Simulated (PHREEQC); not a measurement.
Solution (20 °C): 0.22 mol/kgw HF and 0.0014 mol/kgw CsF. Closed to the air; pH follows from the charge balance.

The numbers come from PHREEQC with the ion-association model, wateq4f.dat.

No solid was allowed to form.

### Question
Order these F species by the share of F that they hold, largest first: H2F2, F-, HF, HF2-.

### Answer
HF (53 %), H2F2 (39 %), F- (4.1 %), HF2- (3.6 %)

The pH is 1.98 and the ionic strength 0.0131 mol/kgw. wateq4f.dat counts part of the HF as a dimer, H2F2, which phreeqc.dat doesn't know; its constant is uncertain.
